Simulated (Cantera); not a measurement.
A Cantera script and its output.

```python
import numpy as np
import cantera as ct

gas = ct.Solution("gri30.yaml")
gas.TPX = 1425, 13332, {'CO': 0.0021, 'O2': 0.036, 'H2O': 0.0038, 'N2': 1}
reactor = ct.IdealGasConstPressureReactor(gas, energy="off", clone=False)
net = ct.ReactorNet([reactor])
net.rtol, net.atol = 1e-08, 1e-18
show = ['CO', 'O2', 'H2O', 'H', 'HO2']
times = np.geomspace(9e-05, 1, 14)

steps = ct.SolutionArray(gas, extra=["t"])
rows = []
print(f"{'t/s':>10s}{'T/K':>9s}{'P/Pa':>11s}" + "".join(f"{s:>11s}" for s in show))
for t in times:
    while net.time < t:
        t_next = net.step()
        steps.append(gas.state, t=t_next)
    rows.append([np.interp(t, steps.t, y) for y in (steps.T, steps.P, *steps(*show).X.T)])
    print(f"{t:10.3e}{rows[-1][0]:9.1f}{rows[-1][1]:11.4g}" + "".join(f"{x:11.3e}" for x in rows[-1][2:]))
rate = np.gradient(steps.T, steps.t)
print("integrator steps:", len(steps.t))
if steps.T.max() > steps.T[0] + 200:
    print(f"time of steepest temperature rise: {steps.t[rate.argmax()]:.4e} s")
gas.TPX = 1425, 13332, {'CO': 0.0021, 'O2': 0.036, 'H2O': 0.0038, 'N2': 1}
gas.equilibrate("TP")
print(f"equilibrium (TP): T = {gas.T:.1f} K  " + "  ".join(f"{s} {gas[s].X[0]:.3e}" for s in show))
```

It prints:

```
       t/s      T/K       P/Pa         CO         O2        H2O          H        HO2
 9.000e-05   1425.0  1.333e+04  2.016e-03  3.455e-02  3.647e-03  2.229e-12  7.418e-11
 1.843e-04   1425.0  1.333e+04  2.016e-03  3.455e-02  3.647e-03  7.317e-12  1.502e-10
 3.773e-04   1425.0  1.333e+04  2.016e-03  3.455e-02  3.647e-03  2.349e-11  3.008e-10
 7.725e-04   1425.0  1.333e+04  2.016e-03  3.455e-02  3.647e-03  7.891e-11  5.898e-10
 1.582e-03   1425.0  1.333e+04  2.016e-03  3.455e-02  3.647e-03  2.883e-10  1.115e-09
 3.238e-03   1425.0  1.333e+04  2.015e-03  3.455e-02  3.647e-03  1.249e-09  2.022e-09
 6.630e-03   1425.0  1.333e+04  2.015e-03  3.455e-02  3.647e-03  9.290e-09  4.333e-09
 1.357e-02   1425.0  1.333e+04  2.003e-03  3.454e-02  3.643e-03  3.436e-07  4.835e-08
 2.779e-02   1425.0  1.333e+04  1.165e-03  3.385e-02  3.486e-03  7.140e-05  3.879e-07
 5.691e-02   1425.0  1.333e+04  1.136e-04  3.330e-02  3.463e-03  8.686e-05  4.045e-07
 1.165e-01   1425.0  1.333e+04  1.838e-05  3.347e-02  3.569e-03  1.536e-05  2.178e-07
 2.385e-01   1425.0  1.333e+04  4.634e-06  3.354e-02  3.614e-03  2.136e-06  8.552e-08
 4.884e-01   1425.0  1.333e+04  1.255e-06  3.356e-02  3.632e-03  3.329e-07  2.980e-08
 1.000e+00   1425.0  1.333e+04  3.856e-07  3.357e-02  3.640e-03  6.464e-08  1.107e-08
integrator steps: 1141
equilibrium (TP): T = 1425.0 K  CO 4.557e-08  O2 3.339e-02  H2O 3.647e-03  H 3.580e-09  HO2 3.211e-09
```

Cantera simulation using GRI-Mech 3.0 (53 species, 325 reactions); the numbers are that mechanism's predictions, not measurements.
